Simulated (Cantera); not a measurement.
A closed system holds: 1 mol PbO, 0.03 mol O2, a varied amount of N2, held at 9.20 mbar.

Cantera equilibrium calculation (NASA polynomials, part measured and part estimated; ideal gas, pure solids and liquids). Candidate condensed phases: Pb, PbO, PbO2, Pb3O4; 12 gas species. The numbers say what is thermodynamically allowed, not how fast it happens.

Q: What condenses at these points (T in K, n(N2) in mol): (1448, 33); (1323, 26); (1248, 14); (1373, 71); (1348, 20)?

A: 
```csv
T (K),n(N2) in mol,condensed phases,Pb condensed (%)
1448,33,gas only,0.0
1323,26,gas only,0.0
1248,14,PbO,69.3
1373,71,gas only,0.0
1348,20,gas only,0.0
```
